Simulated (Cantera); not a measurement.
Mixture: 19.6 % CO, 1.81 % H2, 16.5 % O2, 62.1 % N2, equivalence ratio 0.65, at 101000 Pa, adiabatic and at constant volume. Ignition delay is the time to a rise of 400 K.

Cantera simulation using GRI-Mech 3.0 (53 species, 325 reactions); the numbers are that mechanism's predictions, not measurements. Below about 950 K walls govern HO2 and H2O2 in real vessels. Where the delays flatten at high temperature, the 400 K rule measures the pace of heat release, not the induction time.

### Question
Predict: delay at 925 K; delay at 1000 K; delay at 1075 K; delay at 1150 K; delay at 1225 K; delay at 1300 K.

### Answer
| Property | Result |
|---|---|
| delay at 925 K | 13.2 ms |
| delay at 1000 K | 0.763 ms |
| delay at 1075 K | 0.289 ms |
| delay at 1150 K | 0.174 ms |
| delay at 1225 K | 0.126 ms |
| delay at 1300 K | 0.101 ms |
